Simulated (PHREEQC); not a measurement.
# Acid rinse or clean: an equilibrium model

Consider water at 36 °C with 25 mmol/kgw HF and 0.058 mmol/kgw KCl. It is in equilibrium with CO2 at log p = -2 (atm). Otherwise closed; pH follows from the charge balance.

Computed with PHREEQC (ion-association model, wateq4f.dat).

This is a speciation only: nothing precipitates in the calculation.

### Question
What pH, ionic strength does the model give?

### Answer
pH 2.47; ionic strength 0.00370 mol/kgw.

### Question
In which forms is F present?

### Answer
HF 79 %, F- 13 %, H2F2 5.4 %, HF2- 2.2 % of the F.

wateq4f.dat counts part of the HF as a dimer, H2F2, which phreeqc.dat doesn't know; its constant is uncertain. Away from 25 °C the constants follow the database's enthalpies or fits; those with neither stay at their 25 °C values.
